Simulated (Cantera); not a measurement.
A closed system holds: 1 mol SiHCl₃, 0.54 mol CH₄, 140 mol H₂, 0.16 mol C₂H₄, held at 100 Pa.

Equilibrium computed with Cantera from the NASA thermochemical tables; the gas is ideal and each condensed phase is pure. Candidate condensed phases: C, C₆H₆, C₇H₈, C₈H₁₈, Si, SiC; 109 gas species. Mutual solubility and eutectic melting of coexisting phases are not modelled. Kinetics and transport are ignored.

Q: Which condensed phases are stable at each of these points (T (K)): 973, 1123, 1273, 1423, 1573, 1723, 1873, 2023, 2173, 2323, 2473?

A: 
```json
[
 {"T (K)": "973", "condensed phases": "SiC(s)", "Si condensed (%)": "86.0"},
 {"T (K)": "1123", "condensed phases": "Si(s) + SiC(s)", "Si condensed (%)": "87.8"},
 {"T (K)": "1273", "condensed phases": "Si(s) + SiC(s)", "Si condensed (%)": "86.2"},
 {"T (K)": "1423", "condensed phases": "SiC(s)", "Si condensed (%)": "86.0"},
 {"T (K)": "1573", "condensed phases": "SiC(s)", "Si condensed (%)": "86.0"},
 {"T (K)": "1723", "condensed phases": "SiC(s)", "Si condensed (%)": "86.0"},
 {"T (K)": "1873", "condensed phases": "SiC(s)", "Si condensed (%)": "84.7"},
 {"T (K)": "2023", "condensed phases": "C(graphite) + SiC(s)", "Si condensed (%)": "41.5"},
 {"T (K)": "2173", "condensed phases": "C(graphite)", "Si condensed (%)": "0.0"},
 {"T (K)": "2323", "condensed phases": "gas only", "Si condensed (%)": "0.0"},
 {"T (K)": "2473", "condensed phases": "gas only", "Si condensed (%)": "0.0"}
]
```

At 973 K the condensed part is SiC(s). From 1123 K to 1273 K the condensed part is Si(s) + SiC(s). From 1423 K to 1873 K the condensed part is SiC(s). At 2023 K the condensed part is C(graphite) + SiC(s). At 2173 K the condensed part is C(graphite). From 2323 K to 2473 K nothing is condensed.
